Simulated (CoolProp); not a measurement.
The fluid at 488.45 K and 4.89 MPa (stagnation) flows isentropically through a choked orifice. The same conditions are run with several fluids, on thermodynamics alone (safety and materials aside).

The numbers come from the reference Helmholtz-energy equation of state of each fluid (R365MFC: Lemmon 2016; R507A: Lemmon 2003; n-pentane: Thol 2019; propylene: Lemmon 2013; R152A: Outcalt 1996) in CoolProp. Blends and air are pseudo-pure fits.

```json
[
 {"fluid": "R365MFC", "throat to inlet pressure ratio": "0.708", "mass flux (kg/(m² s))": "24700", "throat temperature (K)": "468.8"},
 {"fluid": "R507A", "throat to inlet pressure ratio": "0.599", "mass flux (kg/(m² s))": "15800", "throat temperature (K)": "…"},
 {"fluid": "n-pentane", "throat to inlet pressure ratio": "…", "mass flux (kg/(m² s))": "21700", "throat temperature (K)": "473.6"},
 {"fluid": "propylene", "throat to inlet pressure ratio": "0.596", "mass flux (kg/(m² s))": "10400", "throat temperature (K)": "460.8"},
 {"fluid": "R152A", "throat to inlet pressure ratio": "…", "mass flux (kg/(m² s))": "13300", "throat temperature (K)": "460.0"}
]
```

Problem. Complete the blanks.

Solution. 
- R507A, throat temperature (K): 465.5
- n-pentane, throat to inlet pressure ratio: 0.727
- R152A, throat to inlet pressure ratio: 0.600
